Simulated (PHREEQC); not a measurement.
A solution holds 1.3 mol HBr, 0.00043 mol NH4HF2 and 0.00029 mol (CH3)4NCl per kg of water, at 25 °C. Closed to the air; pH follows from the charge balance.

All values are PHREEQC results (ion-association model, wateq4f.dat), not measurements.

```json
[
 {"quantity": "pH", "before": "0.02", "after": "3.63"},
 {"quantity": "H2F2 (mol/kgw)", "before": "2.56e-6", "after": "4.24e-8"},
 {"quantity": "F- (mol/kgw)", "before": "1.43e-6", "after": "0.000749"},
 {"quantity": "HF2- (mol/kgw)", "before": "6.33e-9", "after": "4.26e-7"}
]
```

Q: What was changed between the two runs?
A. NH4HF2 from 0.00043 to 0.00086 mol/kgw
B. (CH3)4NCl from 0.00029 to 0.000145 mol/kgw
C. NH4HF2 from 0.00043 to 0.0043 mol/kgw
D. HBr replaced by LiBr at the same molality
E. NH4HF2 replaced by HBF4 at the same molality

A: D, HBr replaced by LiBr at the same molality

This is a speciation only: nothing precipitates in the calculation. The ionic strength passes 0.7 mol/kgw, the rough limit of the ion-association models, in every such run. (CH3)4N+ isn't in the database: it is added as a free cation with an ion size of 4 Å.
